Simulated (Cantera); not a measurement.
Premixed flame

A freely propagating, adiabatic, planar premixed flame of CH₃OH : O₂ : N₂ : H₂O = 1 : 2.05 : 9.04 : 1.3 (molar parts), equivalence ratio 0.73, unburnt at 548 K and 1.88 atm; multicomponent+Soret transport, grid criteria slope 0.08 and curve 0.16, no radiation.

Cantera simulation using GRI-Mech 3.0 (53 species, 325 reactions); the numbers are that mechanism's predictions, not measurements. GRI-Mech 3.0 was tuned for natural gas; its chemistry of methanol as a main component is partial and can be far from experiment. Burning velocities carry a grid error of a few per cent, more on coarse grids.

```json
[
 {"z (mm)": "-1.32", "T (K)": "549", "u (m/s)": "0.282", "x CH₃OH": "0.0746", "x O₂": "0.153", "x H₂O": "0.0972", "x O": "<1e-8", "x N₂O": "<1e-8", "x HCO": "<1e-8"},
 {"z (mm)": "-0.879", "T (K)": "557", "u (m/s)": "0.286", "x CH₃OH": "0.0745", "x O₂": "0.152", "x H₂O": "0.0981", "x O": "<1e-8", "x N₂O": "<1e-8", "x HCO": "<1e-8"},
 {"z (mm)": "-0.659", "T (K)": "579", "u (m/s)": "0.298", "x CH₃OH": "0.0739", "x O₂": "0.151", "x H₂O": "0.101", "x O": "<1e-8", "x N₂O": "<1e-8", "x HCO": "<1e-8"},
 {"z (mm)": "-0.440", "T (K)": "670", "u (m/s)": "0.347", "x CH₃OH": "0.0699", "x O₂": "0.144", "x H₂O": "0.111", "x O": "<1e-8", "x N₂O": "1.47e-8", "x HCO": "<1e-8"},
 {"z (mm)": "-0.220", "T (K)": "962", "u (m/s)": "0.506", "x CH₃OH": "0.0501", "x O₂": "0.119", "x H₂O": "0.146", "x O": "<1e-8", "x N₂O": "7.60e-8", "x HCO": "<1e-8"},
 {"z (mm)": "-0.110", "T (K)": "1226", "u (m/s)": "0.654", "x CH₃OH": "0.0269", "x O₂": "0.0941", "x H₂O": "0.178", "x O": "4.45e-7", "x N₂O": "1.50e-7", "x HCO": "5.55e-7"},
 {"z (mm)": "0", "T (K)": "1527", "u (m/s)": "0.825", "x CH₃OH": "0.00205", "x O₂": "0.0646", "x H₂O": "0.214", "x O": "0.000192", "x N₂O": "2.68e-7", "x HCO": "2.26e-5"},
 {"z (mm)": "0.110", "T (K)": "1658", "u (m/s)": "0.892", "x CH₃OH": "1.29e-6", "x O₂": "0.0500", "x H₂O": "0.225", "x O": "0.000983", "x N₂O": "4.06e-7", "x HCO": "1.71e-7"},
 {"z (mm)": "0.220", "T (K)": "1724", "u (m/s)": "0.924", "x CH₃OH": "<1e-8", "x O₂": "0.0449", "x H₂O": "0.229", "x O": "0.000887", "x N₂O": "4.99e-7", "x HCO": "<1e-8"},
 {"z (mm)": "0.440", "T (K)": "1785", "u (m/s)": "0.953", "x CH₃OH": "<1e-8", "x O₂": "0.0415", "x H₂O": "0.232", "x O": "0.000498", "x N₂O": "5.90e-7", "x HCO": "<1e-8"},
 {"z (mm)": "0.879", "T (K)": "1821", "u (m/s)": "0.971", "x CH₃OH": "<1e-8", "x O₂": "0.0401", "x H₂O": "0.235", "x O": "0.000183", "x N₂O": "5.82e-7", "x HCO": "<1e-8"},
 {"z (mm)": "1.76", "T (K)": "1835", "u (m/s)": "0.978", "x CH₃OH": "<1e-8", "x O₂": "0.0397", "x H₂O": "0.237", "x O": "5.81e-5", "x N₂O": "3.57e-7", "x HCO": "<1e-8"},
 {"z (mm)": "3.52", "T (K)": "1838", "u (m/s)": "0.980", "x CH₃OH": "<1e-8", "x O₂": "0.0397", "x H₂O": "0.237", "x O": "2.89e-5", "x N₂O": "1.69e-7", "x HCO": "<1e-8"}
]
```
x: mole fraction of selected species; z is measured from the peak of heat release.

```
Item                         Result
------------------------  ---------
laminar burning velocity  28.1 cm/s
thermal thickness          0.440 mm
peak x(O)                   0.00100
peak x(HCO)                 2.26e-5
grid points                     136
```
